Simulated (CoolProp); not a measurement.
R141b along the isotherm 226.85 °C: Z from the reference equation and from simpler models built on Tc = 204.4 °C, pc = 4.212 MPa, ω = 0.220; each cubic takes its own stable root.

Computed with CoolProp (reference Helmholtz-energy equation of state, Lemmon 2006). It is a short technical equation, of lower accuracy than the large ones.

```
p (MPa)          phase  reference  van der Waals  Redlich-Kwong  Soave-Redlich-Kwong  Peng-Robinson
-------  -------------  ---------  -------------  -------------  -------------------  -------------
3.51               gas     0.7009         0.7121         0.6942               0.7041         0.6782
7.02     supercritical     0.3067         0.3933         0.3491               0.3641         0.3339
10.5     supercritical     0.3846         0.5127         0.4297               0.4382         0.3972
14       supercritical     0.4772         0.6386         0.5228               0.5299         0.4788
17.5     supercritical     0.5697         0.7629         0.6154               0.6219         0.5611
21.1     supercritical     0.6633         0.8887         0.7089               0.7151         0.6447
24.6     supercritical     0.7527          1.009         0.7982               0.8041         0.7246
28.1     supercritical     0.8407          1.128         0.8859               0.8917         0.8033
31.6     supercritical     0.9273          1.245         0.9722               0.9779         0.8809
35.1     supercritical      1.013          1.361          1.057                1.063         0.9575
38.6     supercritical      1.097          1.476          1.141                1.147          1.033
42.1     supercritical      1.180          1.590          1.225                1.230          1.108
```
